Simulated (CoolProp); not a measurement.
CF4 (R14) along the isobar 18.4 MPa: fugacity coefficient from the reference equation and from simpler models built on Tc = 227.4 K, pc = 3.762 MPa, ω = 0.178; each cubic takes its own stable root.

Computed with CoolProp (reference Helmholtz-energy equation of state, Platzer 1990). This equation is an older, rougher fit; its heat capacities, sound speeds and derivatives of the liquid may be far off and weren't checked against measurements.

```
T (K)          phase  reference  Redlich-Kwong  Soave-Redlich-Kwong  Peng-Robinson
-----  -------------  ---------  -------------  -------------------  -------------
198.2         liquid     0.1240         0.1414               0.1287         0.1163
235.9  supercritical     0.2883         0.2971               0.3034         0.2749
273.6  supercritical     0.4769         0.4637               0.5044         0.4596
311.4  supercritical     0.6439         0.6096               0.6809         0.6246
349.1  supercritical     0.7723         0.7231               0.8137         0.7519
386.8  supercritical     0.8676         0.8073               0.9082         0.8456
424.5  supercritical     0.9383         0.8692               0.9743         0.9136
462.3  supercritical     0.9913         0.9149                1.020         0.9629
500    supercritical      1.031         0.9487                1.052         0.9985
```
